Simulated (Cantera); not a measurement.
A perfectly stirred reactor is fed with H₂ : O₂ : N₂ = 0.007 : 1 : 0.77 (molar parts), at 9.00 Torr; it is held at 1275 K, and followed from long to short residence time.

Model: the H2/O2 subset of GRI-Mech 3.0, which has no nitrogen chemistry, integrated in Cantera. Radical loss at walls, strong at low pressure, is not modelled.

Q: Predict: x(H₂) at τ = 7.40 s; x(O₂) at τ = 7.40 s; x(H) at τ = 7.40 s; x(H₂O₂) at τ = 7.40 s; x(HO₂) at τ = 7.40 s; x(H₂) at τ = 0.110 s; x(O₂) at τ = 0.110 s; x(H) at τ = 0.110 s; x(H₂O₂) at τ = 0.110 s; x(HO₂) at τ = 0.110 s.

A: 
```
Property                  Result
----------------------  --------
x(H₂) at τ = 7.40 s      7.00e-6
x(O₂) at τ = 7.40 s        0.561
x(H) at τ = 7.40 s       8.63e-6
x(H₂O₂) at τ = 7.40 s    3.12e-9
x(HO₂) at τ = 7.40 s     1.06e-7
x(H₂) at τ = 0.110 s    0.000101
x(O₂) at τ = 0.110 s       0.559
x(H) at τ = 0.110 s     0.000100
x(H₂O₂) at τ = 0.110 s   7.14e-9
x(HO₂) at τ = 0.110 s    2.79e-7
```
